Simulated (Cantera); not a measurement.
Charge: 1 mol PbO, 0.36 mol H2, 0.18 mol N2, 2.9 mol O2, at 61.0 mbar.

Method: chemical equilibrium by Gibbs-energy minimisation in Cantera with the NASA 1993 tables (ideal gas, pure condensed phases). Candidate condensed phases: H2O, Pb, PbO, PbO2, Pb3O4; 27 gas species. Gases not in the tables: (PbO)n polymers. Kinetics and transport are ignored.

log p: log10 of the partial pressure in bar; n: condensed amount in mol.

| T (°C) | log p O2 | log p PbO | log p H2O | log p N2 | log p Pb | n Pb3O4(s) | n PbO(red) | n PbO(yellow) | n PbO(l) |
|---|---|---|---|---|---|---|---|---|---|
| 250 | -1.30 | <-13 | -2.15 | -2.45 | <-13 | 0.333 | 0 | 0 | 0 |
| 350 | -1.29 | <-13 | -2.17 | -2.47 | <-13 | 0 | 1.00 | 0 | 0 |
| 450 | -1.29 | -12.11 | -2.17 | -2.47 | <-13 | 0 | 1.00 | 0 | 0 |
| 550 | -1.29 | -9.64 | -2.17 | -2.47 | <-13 | 0 | 0 | 1.00 | 0 |
| 650 | -1.29 | -7.72 | -2.17 | -2.47 | … | 0 | 0 | 1.000 | 0 |
| 750 | -1.29 | -6.19 | -2.17 | -2.47 | … | 0 | 0 | 1.000 | 0 |
| 850 | -1.29 | -4.94 | -2.17 | -2.47 | … | 0 | 0 | 0.999 | 0 |
| 950 | -1.29 | -3.96 | -2.17 | -2.47 | … | 0 | 0 | 0 | 0.994 |
| 1050 | -1.30 | -3.18 | -2.18 | -2.48 | … | 0 | 0 | 0 | 0.964 |
| 1150 | -1.32 | -2.51 | -2.20 | -2.50 | … | 0 | 0 | 0 | 0.821 |
| 1250 | -1.39 | -1.93 | -2.27 | -2.57 | … | 0 | 0 | 0 | 0.190 |

Problem. Fill in the missing entries.

Solution. 
- 650, log p Pb: -12.13
- 750, log p Pb: -9.90
- 850, log p Pb: -8.08
- 950, log p Pb: -6.62
- 1050, log p Pb: -5.42
- 1150, log p Pb: -4.39
- 1250, log p Pb: -3.47
